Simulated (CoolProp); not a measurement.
n-hexane along the isotherm 569.9 K: fugacity coefficient from the reference equation and from simpler models built on Tc = 507.8 K, pc = 30.44 bar, ω = 0.300; each cubic takes its own stable root.

Computed with CoolProp (reference Helmholtz-energy equation of state, Thol 2019).

```json
[
 {"p (bar)": "4.15", "phase": "gas", "reference": "___", "van der Waals": "0.9696", "Peng-Robinson": "0.9651"},
 {"p (bar)": "8.3", "phase": "gas", "reference": "0.9373", "van der Waals": "0.9395", "Peng-Robinson": "0.9311"},
 {"p (bar)": "12.5", "phase": "gas", "reference": "0.9064", "van der Waals": "0.9091", "Peng-Robinson": "___"},
 {"p (bar)": "16.6", "phase": "gas", "reference": "0.8767", "van der Waals": "0.8796", "Peng-Robinson": "0.8657"},
 {"p (bar)": "20.8", "phase": "gas", "reference": "0.8468", "van der Waals": "0.8494", "Peng-Robinson": "0.8339"},
 {"p (bar)": "24.9", "phase": "gas", "reference": "0.8180", "van der Waals": "0.8199", "Peng-Robinson": "0.8037"},
 {"p (bar)": "29.1", "phase": "gas", "reference": "___", "van der Waals": "0.7896", "Peng-Robinson": "0.7736"},
 {"p (bar)": "33.2", "phase": "supercritical", "reference": "0.7612", "van der Waals": "0.7597", "Peng-Robinson": "0.7450"},
 {"p (bar)": "37.4", "phase": "supercritical", "reference": "0.7331", "van der Waals": "___", "Peng-Robinson": "0.7166"},
 {"p (bar)": "41.5", "phase": "supercritical", "reference": "0.7061", "van der Waals": "0.6981", "Peng-Robinson": "0.6897"},
 {"p (bar)": "45.7", "phase": "supercritical", "reference": "0.6791", "van der Waals": "0.6666", "Peng-Robinson": "0.6632"}
]
```

**Question.** Fill in the missing entries.

**Answer.** 
- 4.15, reference: 0.9684
- 12.5, Peng-Robinson: 0.8976
- 29.1, reference: 0.7890
- 37.4, van der Waals: 0.7288
